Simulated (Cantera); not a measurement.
Cantera run:

```python
import numpy as np
import cantera as ct

gas_names = """
    H HO2 H2 H2O H2O2 Hg O OH O2 O3
""".split()
cond_names = """
    H2O(s) H2O(L) Hg(cr) Hg(L) HgO(s)
""".split()


# ... load() reads the species with a 1 bar reference pressure and builds the phases ...
atoms = {
    'HgO': {'Hg': 1, 'O': 1},
    'H2': {'H': 2},
}
top_T = {}  # K; cautious upper limits of use, not melting points


# ... equilibrate(T, P, feed) seeds the gas with the atoms and calls Mixture.equilibrate('TP', solver="vcs", rtol=1e-11, max_steps=5000) ...
results = []
T = 548  # K
P = 101325  # Pa
for m in [9, 12, 15, 19, 25, 32, 41, 52]:
    feed = {'HgO': 1, 'H2': m}  # mol
    mix = equilibrate(T, P, feed)
    results.append((T, P, feed, dict(zip(mix.species_names, mix.species_moles))))

top = {s: max(r[3][s] / sum(r[3][g] for g in gas_names) for r in results) for s in gas_names}
cols = sorted((s for s in top if top[s] > 1e-05), key=lambda s: -top[s])[:7]
seen = [c for c in cond_names if any(r[3].get(c, 0) > 1e-12 for r in results)]
print("log10 of partial pressures in bar; condensed amounts in mol")
print(f"{'n(H2)':>10s}" + "".join(f"{s[:9]:>10s}" for s in cols + seen))
for T, P, feed, n in results:
    ng = sum(n[g] for g in gas_names)
    print(f"{feed['H2']:10.4g}" + "".join(f"{np.log10(max(n[s] / ng * P / 1e5, 1e-99)):10.3f}" for s in cols)
          + "".join(f"{n.get(c, 0):10.4g}" for c in seen))
```

Output:

```
log10 of partial pressures in bar; condensed amounts in mol
     n(H2)        H2        Hg       H2O
         9    -0.091    -0.994    -0.994
        12    -0.067    -1.108    -1.108
        15    -0.052    -1.198    -1.198
        19    -0.040    -1.295    -1.295
        25    -0.029    -1.409    -1.409
        32    -0.021    -1.513    -1.513
        41    -0.015    -1.618    -1.618
        52    -0.011    -1.719    -1.719
```

These are equilibrium values from Cantera (NASA tables, ideal gas, pure condensed phases), not measurements of a reactor.
